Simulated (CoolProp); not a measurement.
Aqueous potassium carbonate as a coolant, 32 % by mass, freezing at -21.5 °C, 1 atm.

Computed with CoolProp (Melinder's fits for secondary coolants).

```csv
T (°C),Prandtl number,density (kg/m³),viscosity (mPa s),conductivity (W/(m K))
-18.6,52.7,1337,9.36,0.504
-11.1,38.1,1335,6.90,0.516
-3.6,___,1332,5.30,0.528
3.9,22.4,1329,4.21,0.540
11.3,18.0,1326,3.45,___
18.8,14.8,1322,___,0.565
26.3,12.4,1318,___,0.577
33.7,10.5,1314,___,0.589
```

Q: What belongs in the gaps?

A: 
- -3.6, Prandtl number: 28.7
- 11.3, conductivity (W/(m K)): 0.553
- 18.8, viscosity (mPa s): 2.88
- 26.3, viscosity (mPa s): 2.45
- 33.7, viscosity (mPa s): 2.11
